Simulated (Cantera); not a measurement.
Stirred combustor or abatement burner

A perfectly stirred reactor is fed with H2 : O2 : N2 : H2O = 1 : 0.806 : 3.15 : 0.17 (molar parts), at 450000 Pa; it is adiabatic with a 823 K inlet, and is followed from long to short residence time, starting on the burning branch (τ in s: 0.27, 0.11, 0.044, 0.018, 0.0073, 0.0029, 0.0012, 0.00048, 0.00019, 7.9e-05, 3.2e-05).

Model: GRI-Mech 3.0 (53 species, 325 reactions), integrated in Cantera. The hydrogen kinetics of GRI-Mech 3.0 are dated; newer H2 mechanisms differ, most at raised pressure.

```csv
τ (s),T (K),x H2,x O2,x H2O,x O,x N2O,x H,x NO2
0.27,2198,0.000539,0.0629,0.250,0.000320,6.92e-7,6.19e-5,6.75e-6
0.11,2201,0.000552,0.0636,0.250,0.000330,6.96e-7,6.42e-5,4.76e-6
0.044,2203,0.000576,0.0642,0.250,0.000345,7.09e-7,6.80e-5,2.69e-6
0.018,2204,0.000620,0.0647,0.250,0.000366,7.33e-7,7.48e-5,1.35e-6
0.0073,2204,0.000718,0.0649,0.249,0.000409,7.83e-7,9.00e-5,6.61e-7
0.0029,2200,0.000944,0.0649,0.249,0.000507,8.85e-7,0.000129,3.54e-7
0.0012,2192,0.00140,0.0648,0.248,0.000712,1.03e-6,0.000222,2.24e-7
0.00048,2176,0.00230,0.0647,0.246,0.00114,1.16e-6,0.000461,1.49e-7
0.00019,2148,0.00396,0.0647,0.242,0.00194,1.15e-6,0.00105,9.48e-8
7.9e-5,2104,0.00657,0.0650,0.237,0.00320,9.99e-7,0.00228,6.00e-8
3.2e-5,2034,0.0107,0.0659,0.230,0.00515,8.01e-7,0.00485,4.06e-8
```
x: mole fraction; the columns are a selection and need not sum to one.
